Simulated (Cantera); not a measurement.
An adiabatic, constant-volume homogeneous reactor starts with CH4 : O2 : N2 = 1 : 5.41 : 20.3 (molar parts), at 1600 K and 1000000 Pa.

Detailed kinetics in Cantera: GRI-Mech 3.0 (53 species, 325 reactions).

Task: Predict: time of steepest temperature rise; temperature at 0.400 s; equilibrium temperature; x(O2) at 0.400 s; x(CO2) at 0.400 s; x(CO) at 0.400 s.

Result: 
```json
{
 "time_of_steepest_temperature_rise": "56.4 µs",
 "temperature at 0.400 s": "2502 K",
 "equilibrium_temperature": "2502 K",
 "x(O2) at 0.400 s": "0.118 (gas-phase equilibrium 0.118)",
 "x(CO2) at 0.400 s": "0.0363 (gas-phase equilibrium 0.0363)",
 "x(CO) at 0.400 s": "0.00100 (gas-phase equilibrium 0.00100)"
}
```
